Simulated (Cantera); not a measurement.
What does this Cantera script print?

```python
import numpy as np
import cantera as ct

gas = ct.Solution("gri30.yaml")
gas.TPX = 1600, 63000, {'C2H4': 1, 'O2': 2.2, 'N2': 15.9, 'H2O': 2.1}
reactor = ct.IdealGasReactor(gas, energy="on", clone=False)
net = ct.ReactorNet([reactor])
net.rtol, net.atol = 1e-08, 1e-16
show = ['C2H4', 'O2', 'H2O', 'C2H6', 'HO2', 'CH3']
times = np.geomspace(2e-06, 4, 13)

steps = ct.SolutionArray(gas, extra=["t"])
rows = []
print(f"{'t/s':>10s}{'T/K':>9s}{'P/Pa':>11s}" + "".join(f"{s:>11s}" for s in show))
for t in times:
    while net.time < t:
        t_next = net.step()
        steps.append(gas.state, t=t_next)
    rows.append([np.interp(t, steps.t, y) for y in (steps.T, steps.P, *steps(*show).X.T)])
    print(f"{t:10.3e}{rows[-1][0]:9.1f}{rows[-1][1]:11.4g}" + "".join(f"{x:11.3e}" for x in rows[-1][2:]))
rate = np.gradient(steps.T, steps.t)
print("integrator steps:", len(steps.t))
if steps.T.max() > steps.T[0] + 200:
    print(f"time of steepest temperature rise: {steps.t[rate.argmax()]:.4e} s")
gas.TPX = 1600, 63000, {'C2H4': 1, 'O2': 2.2, 'N2': 15.9, 'H2O': 2.1}
gas.equilibrate("UV")
print(f"equilibrium (UV): T = {gas.T:.1f} K  " + "  ".join(f"{s} {gas[s].X[0]:.3e}" for s in show))
```

Result:

```
       t/s      T/K       P/Pa       C2H4         O2        H2O       C2H6        HO2        CH3
 2.000e-06   1600.0    6.3e+04  4.717e-02  1.038e-01  9.906e-02  2.332e-13  2.019e-08  8.631e-09
 6.701e-06   1599.9    6.3e+04  4.715e-02  1.038e-01  9.906e-02  1.021e-11  2.378e-07  2.201e-07
 2.245e-05   1599.9  6.301e+04  4.678e-02  1.035e-01  9.908e-02  6.421e-08  6.744e-05  7.764e-05
 7.521e-05   2433.0  1.025e+05  6.207e-23  8.139e-03  1.297e-01  1.365e-28  1.924e-06  3.710e-14
 2.520e-04   2570.5  1.073e+05  1.018e-22  5.516e-03  1.379e-01  1.613e-28  1.551e-06  4.521e-14
 8.442e-04   2662.2  1.105e+05  2.853e-22  3.566e-03  1.440e-01  4.483e-28  1.240e-06  8.379e-14
 2.828e-03   2662.7  1.104e+05  3.350e-22  3.193e-03  1.442e-01  5.468e-28  1.133e-06  9.182e-14
 9.476e-03   2658.2  1.103e+05  3.545e-22  3.011e-03  1.441e-01  5.912e-28  1.072e-06  9.421e-14
 3.175e-02   2657.9  1.103e+05  3.555e-22  3.002e-03  1.440e-01  5.934e-28  1.069e-06  9.432e-14
 1.064e-01   2657.9  1.103e+05  3.555e-22  3.002e-03  1.440e-01  5.934e-28  1.069e-06  9.432e-14
 3.564e-01   2657.9  1.103e+05  3.555e-22  3.002e-03  1.440e-01  5.934e-28  1.069e-06  9.432e-14
 1.194e+00   2657.9  1.103e+05  3.555e-22  3.002e-03  1.440e-01  5.934e-28  1.069e-06  9.432e-14
 4.000e+00   2657.9  1.103e+05  3.555e-22  3.002e-03  1.440e-01  5.934e-28  1.069e-06  9.432e-14
integrator steps: 1507
time of steepest temperature rise: 4.6180e-05 s
equilibrium (UV): T = 2657.9 K  C2H4 3.828e-22  O2 3.002e-03  H2O 1.440e-01  C2H6 8.343e-28  HO2 1.069e-06  CH3 1.153e-13
```

Detailed kinetics in Cantera: GRI-Mech 3.0 (53 species, 325 reactions). GRI-Mech 3.0 was tuned for natural gas; its chemistry of ethylene as a main component is partial and can be far from experiment.
